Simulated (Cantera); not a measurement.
## Stirred combustor or abatement burner

A perfectly stirred reactor is fed with 33.6 % CO, 2.42 % H₂, 11.3 % O₂, 42.4 % N₂, 9.76 % H₂O, 0.505 % CO₂, equivalence ratio 1.6, at 3.50 bar; it is adiabatic with a 675 K inlet, and is followed from long to short residence time, starting on the burning branch (τ in s: 0.21, 0.085, 0.034, 0.013, 0.0053, 0.0021, 0.00084, 0.00033, 0.00013, 5.2e-05, 2.1e-05, 8.2e-06, 3.3e-06).

Computed with Cantera and GRI-Mech 3.0 (53 species, 325 reactions). The hydrogen kinetics of GRI-Mech 3.0 are dated; newer H2 mechanisms differ, most at raised pressure.

```tsv
τ (s)	T (K)	x CO	x H₂	x O₂	x N₂O	x NO	x H₂O₂	x OH
0.21	2366	0.141	0.0124	0.000310	4.21e-8	0.000489	2.20e-8	0.00153
0.085	2364	0.141	0.0124	0.000374	4.46e-8	0.000477	2.52e-8	0.00165
0.034	2360	0.142	0.0124	0.000523	4.98e-8	0.000451	3.25e-8	0.00191
0.013	2350	0.142	0.0125	0.000867	5.98e-8	0.000401	4.82e-8	0.00241
0.0053	2333	0.143	0.0126	0.00152	7.46e-8	0.000331	7.44e-8	0.00316
0.0021	2303	0.146	0.0130	0.00279	9.50e-8	0.000245	1.17e-7	0.00422
0.00084	2255	0.149	0.0135	0.00493	1.19e-7	0.000166	1.82e-7	0.00551
0.00033	2180	0.155	0.0143	0.00829	1.42e-7	0.000106	2.84e-7	0.00686
0.00013	2076	0.162	0.0153	0.0129	1.60e-7	7.14e-5	4.57e-7	0.00791
5.2e-5	1942	0.172	0.0159	0.0191	1.74e-7	5.04e-5	7.98e-7	0.00823
2.1e-5	1761	0.192	0.0147	0.0296	1.93e-7	2.84e-5	1.68e-6	0.00713
8.2e-6	675	0.336	0.0242	0.113	<1e-12	<1e-12	<1e-12	<1e-12
3.3e-6	675	0.336	0.0242	0.113	<1e-12	<1e-12	<1e-12	<1e-12
```
x: mole fraction; the columns are a selection and need not sum to one.
